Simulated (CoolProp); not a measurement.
The numbers come from the reference Helmholtz-energy equation of state, Lemmon 2009 in CoolProp.

Q: Give the vapour pressure (kPa), liquid density (kg/m³), vapour density (kg/m³), enthalpy of vaporisation (kJ/kg) of saturated propane at 282.9, 287 K.

A: 
```json
[
 {"T (K)": "282.9", "p (kPa)": "632", "liquid density (kg/m³)": "515", "vapour density (kg/m³)": "13.7", "enthalpy of vaporisation (kJ/kg)": "361"},
 {"T (K)": "287", "p (kPa)": "709", "liquid density (kg/m³)": "509", "vapour density (kg/m³)": "15.3", "enthalpy of vaporisation (kJ/kg)": "354"}
]
```
